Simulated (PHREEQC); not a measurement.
Consider water at 16 °C with 0.0023 mol HBr, 0.0032 mol FeCl3 and 7.1e-05 mol PbCl2 per kg of water. Closed to the air; pH follows from the charge balance.

Model: ion-association model, phreeqc.dat, run in PHREEQC.

No solid was allowed to form.

**Question.** Estimate the pH, ionic strength.

**Answer.** pH 2.47; ionic strength 0.0188 mol/kgw.

**Question.** In which forms is Pb present?

**Answer.** Pb+2 80 %, PbCl+ 14 %, PbBr+ 5.4 % of the Pb.

The solution is supersaturated, for example in Hematite (slow to form), Goethite (slow to form), so a real one may precipitate; this is no full list.
